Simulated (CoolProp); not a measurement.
Vapour pressure (MPa) of R114: the reference equation beside estimates from Tc = 420.6 K, pc = 3.352 MPa, ω = 0.252.

Model: reference Helmholtz-energy equation of state, Platzer 1990, in CoolProp. This equation is an older, rougher fit; its heat capacities, sound speeds and derivatives of the liquid may be far off and weren't checked against measurements.

```tsv
T (K)	reference	van der Waals	Peng-Robinson
314.5	0.3517	0.9331	0.3468
322.5	0.4391	1.053	0.4336
330.5	0.5419	1.182	0.5360
338.5	0.6617	1.321	0.6557
346.5	0.8001	1.470	0.7945
354.5	0.9590	1.629	0.9542
362.5	1.140	1.798	1.137
370.5	1.346	1.978	1.344
378.5	1.578	2.168	1.579
386.5	1.839	2.369	1.843
```

Absolute difference from the reference over all 10 rows, mean and median: van der Waals 84.7 and 76.8 %, Peng-Robinson 0.7 and 0.6 %.
